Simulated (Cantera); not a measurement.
# Thermodynamics of carbothermic reduction, feed SiO2 + CH4 + H2

Feed: 1 mol SiO2, a varied amount of CH4, 6.3 mol H2, at 2173.15 K and 3150 Torr.

Method: chemical equilibrium by Gibbs-energy minimisation in Cantera with the NASA 1993 tables (ideal gas, pure condensed phases). Candidate condensed phases: C, C6H6, C7H8, C8H18, H2O, Si, SiC, SiO2; 123 gas species. The tables hold silica as quartz up to 1696 K and as liquid above; real silica turns to tridymite and cristobalite and melts near 1996 K. Gases not in the tables: Si(OH)4, Si2H6 and higher silanes. Equilibrium is a limit: real reactors are often held back by kinetics, nucleation or transport.

| n(CH4) (mol) | log p H2 | log p CO | log p SiO | log p H2O | log p H | n SiO2(l) | n SiC(s) |
|---|---|---|---|---|---|---|---|
| 0.54 | 0.56 | -0.57 | -0.56 | -1.95 | -2.04 | 0.437 | 0 |
| 0.67 | 0.55 | -0.51 | -0.49 | -2.02 | -2.04 | 0.310 | 0 |
| 0.84 | 0.54 | -0.44 | -0.43 | -2.10 | -2.05 | 0.142 | 0 |
| 1 | 0.53 | -0.39 | -0.39 | -2.95 | -2.05 | 0 | 0 |
| 1.3 | 0.53 | -0.35 | -0.49 | -3.16 | -2.05 | 0 | 0.149 |
| 1.6 | 0.54 | -0.32 | -0.59 | -3.19 | -2.05 | 0 | 0.298 |
| 2 | 0.54 | -0.29 | -0.77 | -3.25 | -2.04 | 0 | 0.498 |
| 2.5 | 0.55 | -0.26 | -1.10 | -3.40 | -2.04 | 0 | 0.746 |
log p: log10 of the partial pressure in bar; n: condensed amount in mol.

From 0.54 mol CH4 to 0.84 mol CH4 the condensed part is SiO2(l). At 1 mol CH4 nothing is condensed. From 1.3 mol CH4 to 2.5 mol CH4 the condensed part is SiC(s). The share of Si in condensed phases is highest at 2.5 mol CH4 (74.6 %) and lowest at 1 mol CH4 (0.0 %).
